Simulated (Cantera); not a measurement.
**Equilibrium for aluminium nitride and oxide growth: AlCl3 + HCl + N2 + NH3**

Input: 1 mol AlCl3, 7.2 mol HCl, 4.9 mol N2, a varied amount of NH3, held at 1273.15 K and 13.3 mbar.

Equilibrium computed with Cantera from the NASA thermochemical tables; the gas is ideal and each condensed phase is pure. Candidate condensed phases: Al, AlCl3, AlN, NH4Cl; 20 gas species. The tables' values for AlCl2 are old estimates; treat these amounts as uncertain. Kinetics and transport are ignored.

| n(NH3) (mol) | x H2 | x N2 | x HCl | x AlCl3 | x AlCl2 | x AlCl | x H | x Cl | n AlN(s) |
|---|---|---|---|---|---|---|---|---|---|
| 6 | 0.359 | 0.315 | 0.287 | 0.0398 | 8.45e-5 | 3.84e-6 | 3.71e-6 | 2.52e-6 | 0 |
| 15 | 0.522 | 0.288 | 0.167 | 0.0231 | 0.000102 | 9.57e-6 | 4.47e-6 | 1.22e-6 | 0 |
| 24 | 0.589 | 0.277 | 0.118 | 0.0162 | 0.000108 | 1.53e-5 | 4.75e-6 | 8.08e-7 | 0 |
| 33 | 0.626 | 0.271 | 0.0912 | 0.0125 | 0.000111 | 2.09e-5 | 4.90e-6 | 6.06e-7 | 0 |
| 42 | 0.649 | 0.267 | 0.0743 | 0.0102 | 0.000112 | 2.65e-5 | 4.99e-6 | 4.85e-7 | 0 |
| 51 | 0.664 | 0.264 | 0.0627 | 0.00854 | 0.000113 | 3.20e-5 | 5.05e-6 | 4.05e-7 | 0 |
| 60 | 0.676 | 0.262 | 0.0543 | 0.00736 | 0.000114 | 3.75e-5 | 5.09e-6 | 3.47e-7 | 0 |
| 69 | 0.684 | 0.261 | 0.0488 | 0.00614 | 0.000106 | 3.91e-5 | 5.12e-6 | 3.11e-7 | 0.0509 |
| 78 | 0.690 | 0.259 | 0.0454 | 0.00489 | 9.10e-5 | 3.63e-5 | 5.14e-6 | 2.88e-7 | 0.152 |
| 87 | 0.695 | 0.258 | 0.0425 | 0.00395 | 7.91e-5 | 3.38e-5 | 5.16e-6 | 2.68e-7 | 0.239 |
| 96 | 0.700 | 0.257 | 0.0398 | 0.00324 | 6.93e-5 | 3.17e-5 | 5.18e-6 | 2.50e-7 | 0.314 |
x: gas mole fraction; n: condensed amount in mol.

From 6 mol NH3 to 60 mol NH3 nothing is condensed. From 69 mol NH3 to 96 mol NH3 the condensed part is AlN(s). The main Al-bearing gas is AlCl3 throughout.
